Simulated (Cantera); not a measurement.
A diamond (100) surface in a fixed gas of H2 with x(CH4) = 0.0096, x(H) = 0.00024, x(CH3) = 0.0004, at 975 K; coverages are run to steady state.

Computed with Cantera and the Harris–Goodwin 1993 mechanism for the reconstructed diamond (100) surface.

θ: site fractions in the mechanism's names (c6HH fully hydrogenated, c6H* and c6*H radical sites, c6** diradical, c6HM methylated).

| P (Pa) | growth (µm/h) | θ c6HH | θ c6H* | θ c6*H | θ c6** | θ c6HM |
|---|---|---|---|---|---|---|
| 1100 | 0.439 | 0.456 | 0.0112 | 0.247 | 0.00339 | 0.210 |
| 1800 | … | … | … | … | … | … |
| 3000 | 1.68 | 0.382 | 0.00933 | 0.205 | 0.00282 | 0.299 |
| 5100 | 3.16 | 0.355 | 0.00861 | 0.190 | 0.00260 | 0.333 |
| 8600 | … | 0.335 | 0.00812 | 0.179 | 0.00245 | 0.356 |
| 14000 | 9.63 | 0.323 | 0.00781 | 0.172 | 0.00236 | 0.370 |
| 24000 | 17.0 | 0.315 | 0.00759 | 0.167 | 0.00229 | 0.381 |
| 41000 | 29.4 | 0.310 | 0.00746 | 0.164 | 0.00225 | 0.387 |

Q: Fill in the missing entries.

A: 
- 1800, growth (µm/h): 0.871
- 1800, θ c6HH: 0.417
- 1800, θ c6H*: 0.0102
- 1800, θ c6*H: 0.225
- 1800, θ c6**: 0.00309
- 1800, θ c6HM: 0.257
- 8600, growth (µm/h): 5.69
